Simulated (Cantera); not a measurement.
An isothermal, constant-pressure homogeneous reactor starts with C2H6 : N2 = 1 : 2 (molar parts), at 1350 K and 170000 Pa.

Computed with Cantera and GRI-Mech 3.0 (53 species, 325 reactions). GRI-Mech 3.0 stops at C3 and has no aromatics, soot or wall deposition, so with more carbon than oxygen in the feed, carbon stays in small species such as C2H2 where larger ones or solid carbon would form.

x: mole fraction; the columns are a selection and need not sum to one.

```tsv
t (s)	x C2H6	x H	x CH4	x C2H4	x CH2
8.00e-6	0.333	2.00e-6	0.000134	0.000194	3.20e-9
5.55e-5	0.317	8.59e-6	0.00212	0.0104	1.56e-8
0.000386	0.208	1.04e-5	0.0172	0.0819	1.27e-8
0.00268	0.0167	1.02e-5	0.0556	0.184	2.24e-9
0.0186	0.00161	4.14e-6	0.0638	0.136	2.52e-10
0.129	0.000962	3.14e-6	0.0806	0.0779	1.57e-10
0.896	(withheld)	(withheld)	(withheld)	(withheld)	9.89e-11
6.22	0.000418	8.47e-7	0.180	0.0474	5.69e-11
43.2	0.000384	7.46e-7	0.190	0.0447	5.17e-11
300	0.000384	7.46e-7	0.190	0.0447	5.17e-11
```

Question: Fill in the missing entries.

Answer: 
- 0.896, x C2H6: 0.000660
- 0.896, x H: 1.70e-6
- 0.896, x CH4: 0.127
- 0.896, x C2H4: 0.0624
